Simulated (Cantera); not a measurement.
A perfectly stirred reactor is fed with CH₃OH : O₂ : N₂ = 1 : 1.15 : 6.81 (molar parts), equivalence ratio 1.3, at 10.0 bar; it is adiabatic with a 700 K inlet, and is followed from long to short residence time, starting on the burning branch (τ in s: 0.086, 0.037, 0.016, 0.007, 0.003, 0.0013, 0.00057, 0.00025, 0.00011, 4.7e-05).

Computed with Cantera and GRI-Mech 3.0 (53 species, 325 reactions). GRI-Mech 3.0 was tuned for natural gas; its chemistry of methanol as a main component is partial and can be far from experiment.

Question: What does this change do: inlet temperature 700 to 400 K?

Answer: 
| quantity | before | after |
|---|---|---|
| blow-out, bracketed by the residence times tried | burning at 47.0 µs, the shortest tried | burning at 0.110 ms, out at 47.0 µs |
| x(CH₃OH) at τ = 86.0 ms | 1.12e-6 | 2.17e-6 |
| x(O₂) at τ = 86.0 ms | 3.95e-5 | 5.90e-5 |
| x(H₂O₂) at τ = 86.0 ms | 6.22e-9 | 1.15e-8 |
| x(O) at τ = 86.0 ms | 9.84e-7 | 4.26e-7 |
| x(NO) at τ = 86.0 ms | 2.20e-5 | 3.74e-6 |
| x(CH₃OH) at τ = 1.30 ms | 1.31e-5 | 2.66e-5 |
| x(O₂) at τ = 1.30 ms | 0.000511 | 0.000733 |
| x(H₂O₂) at τ = 1.30 ms | 1.60e-7 | 2.17e-7 |
| x(O) at τ = 1.30 ms | 3.96e-5 | 1.65e-5 |
| x(NO) at τ = 1.30 ms | 4.62e-5 | 1.55e-5 |
